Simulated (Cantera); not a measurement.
Mixture: C₃H₈ : O₂ : N₂ = 1 : 3.57 : 23.9 (molar parts), equivalence ratio 1.4, at 2300000 Pa, adiabatic and at constant volume. Ignition delay is the time to a rise of 400 K.

Model: GRI-Mech 3.0 (53 species, 325 reactions), integrated in Cantera. GRI-Mech 3.0 was tuned for natural gas; its chemistry of propane as a main component is partial and can be far from experiment. The pressure lies above the range GRI-Mech 3.0 was tuned for (to about 10 atm).

### Question
What does this change do: O2 3.57 to 7.1 parts?

### Answer
| quantity | before | after |
|---|---|---|
| delay at 1298 K | 0.255 ms | 0.155 ms |
| delay at 1398 K | 58.4 µs | 36.9 µs |
| delay at 1498 K | 17.0 µs | 11.0 µs |
| delay at 1598 K | 6.30 µs | 4.11 µs |
| delay at 1698 K | 2.86 µs | 1.89 µs |
| delay at 1798 K | 1.53 µs | 1.02 µs |
| apparent activation energy between 1598 and 1798 K | 170 kJ/mol | 170 kJ/mol |

### Question
What does this change do: constant pressure in place of constant volume?

### Answer
```
quantity                                                before       after
--------------------------------------------------  ----------  ----------
delay at 1298 K                                       0.255 ms    0.272 ms
delay at 1398 K                                        58.4 µs     63.6 µs
delay at 1498 K                                        17.0 µs     19.0 µs
delay at 1598 K                                        6.30 µs     7.18 µs
delay at 1698 K                                        2.86 µs     3.33 µs
delay at 1798 K                                        1.53 µs     1.82 µs
apparent activation energy between 1598 and 1798 K  170 kJ/mol  160 kJ/mol
```
